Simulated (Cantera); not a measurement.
A freely propagating, adiabatic, planar premixed flame of CH₄ : C₂H₆ : O₂ : N₂ = 1 : 0.052 : 2.18 : 8.2 (molar parts), unburnt at 598 K and 13300 Pa; mixture-averaged transport, grid criteria slope 0.08 and curve 0.16, no radiation.

Model: GRI-Mech 3.0 (53 species, 325 reactions), integrated in Cantera. Burning velocities carry a grid error of a few per cent, more on coarse grids.

**Question.** What does this change do: CH4 1 to 1.3 parts?

**Answer.** 
| quantity | before | after |
|---|---|---|
| laminar burning velocity | 181 cm/s | 155 cm/s |
| thermal thickness | 1.95 mm | 2.10 mm |
| peak x(H) | 0.0166 | 0.0173 |
| peak x(H₂) | 0.0302 | 0.0510 |
